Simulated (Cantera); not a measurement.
# Adiabatic ignition

An adiabatic, constant-pressure homogeneous reactor starts with CH4 : O2 : N2 : H2 = 1 : 4.17 : 10.8 : 0.2 (molar parts), at 1050 K and 0.987 atm.

Cantera simulation using GRI-Mech 3.0 (53 species, 325 reactions); the numbers are that mechanism's predictions, not measurements.

```
t (s)     T (K)   x CH4   x O2    x CH2O   x C2H    x C2H2
--------  -----  ------  -----  --------  ------  --------
1.00e-6    1050  0.0618  0.258    <1e-12  <1e-12    <1e-12
2.26e-6    1050  0.0618  0.258    <1e-12  <1e-12    <1e-12
5.09e-6    1050  0.0618  0.258    <1e-12  <1e-12    <1e-12
1.15e-5    1050  0.0618  0.258  1.03e-12  <1e-12    <1e-12
2.59e-5    1050  0.0618  0.258  5.72e-12  <1e-12    <1e-12
5.85e-5    1050  0.0618  0.258  3.11e-11  <1e-12    <1e-12
0.000132   1050  0.0618  0.258  1.68e-10  <1e-12    <1e-12
0.000298   1050  0.0618  0.258  9.47e-10  <1e-12    <1e-12
0.000672   1050  0.0618  0.258   6.03e-9  <1e-12    <1e-12
0.00152    1050  0.0618  0.258   5.54e-8  <1e-12    <1e-12
0.00342    1050  0.0618  0.258   2.32e-6  <1e-12    <1e-12
0.00772    1052  0.0615  0.258  0.000144  <1e-12  2.18e-10
0.0174     1079  0.0581  0.255   0.00129  <1e-12   8.29e-8
0.0393     2335  <1e-12  0.125    <1e-12  <1e-12    <1e-12
0.0886     2327  <1e-12  0.123    <1e-12  <1e-12    <1e-12
0.200      2321  <1e-12  0.121    <1e-12  <1e-12    <1e-12
```
x: mole fraction; the columns are a selection and need not sum to one.

```
Quantity                                                           Value
---------------------------------  -------------------------------------
time of steepest temperature rise                                20.6 ms
temperature at 0.200 s                                            2321 K
equilibrium temperature                                           2320 K
x(CH4) at 0.200 s                  <1e-12 (gas-phase equilibrium <1e-12)
x(O2) at 0.200 s                     0.121 (gas-phase equilibrium 0.121)
x(CH2O) at 0.200 s                 <1e-12 (gas-phase equilibrium <1e-12)
```
